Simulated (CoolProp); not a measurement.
The fluoroketone C6F12O (FK-5-1-12) along the isotherm 76.25 °C: density (kg/m³) from the reference equation and from simpler models built on Tc = 168.7 °C, pc = 18.69 bar, ω = 0.471; each cubic takes its own stable root.

Values from CoolProp's reference Helmholtz-energy equation of state, McLinden 2015.

```
p (bar)   phase  reference
-------  ------  ---------
0.0887      gas     0.9688
0.13        gas      1.422
0.191       gas      2.096
0.28        gas      3.085
0.412       gas      4.567
0.604       gas      6.756
0.887       gas      10.06
1.3         gas      15.06
1.91        gas      22.88
2.8      liquid       1433
4.12     liquid       1435
6.04     liquid       1437
8.87     liquid       1440
13       liquid       1444
19.1     liquid       1449
28       liquid       1457
```

Task: How far does each simpler model (van der Waals, Redlich-Kwong, Soave-Redlich-Kwong, Peng-Robinson) lie from the reference over these 16 states: mean and median of the absolute difference, and the worst?

Result: 
- van der Waals: mean 28.7 %, median 3.2 %, worst -97.7 % at 76.25 °C and 2.8 bar
- Redlich-Kwong: mean 17.4 %, median 1.8 %, worst -97.6 % at 76.25 °C and 2.8 bar
- Soave-Redlich-Kwong: mean 4.2 %, median 0.7 %, worst -9.7 % at 76.25 °C and 2.8 bar
- Peng-Robinson: mean 1.3 %, median 0.3 %, worst +3.6 % at 76.25 °C and 28 bar

At some of these states van der Waals, Redlich-Kwong gives the other phase, because its saturation line lies elsewhere.
